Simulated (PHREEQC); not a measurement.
Consider water at 25 °C with 0.11 mol KOH and 0.0019 mol Al(NO3)3 per kg of water. Closed to the air; pH follows from the charge balance.

All values are PHREEQC results (ion-association model, phreeqc.dat), not measurements.

Precipitation was switched off in this run.

**Question.** Estimate the pH.

**Answer.** pH 12.88.
